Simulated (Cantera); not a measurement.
Feed: 1 mol AlN, 0.29 mol H2O, 0.027 mol Cl2, at 1048.15 K and 0.220 bar.

Method: chemical equilibrium by Gibbs-energy minimisation in Cantera with the NASA 1993 tables (ideal gas, pure condensed phases). Candidate condensed phases: Al, AlCl3, AlN, Al2O3, H2O, NH4Cl; 45 gas species. Mutual solubility and eutectic melting of coexisting phases are not modelled. Rates play no part.

Base state: H2 0.663, N2 0.243, HCl 0.0754, AlCl3 0.0184, NH3 2.51e-5 (mole fractions); condensed: AlN(s) + Al2O3(s).

**Question.** What changes in the equilibrium state with this change: 0.17 mol H2 added?

**Answer.** 
```tsv
species	before	after
H2	0.663	0.757
N2	0.243	0.171
HCl	0.0754	0.0622
AlCl3	0.0184	0.0101
NH3	2.51e-5	2.57e-5
AlN(s), mol	0.799	0.801
Al2O3(s), mol	0.0967	0.0967
```
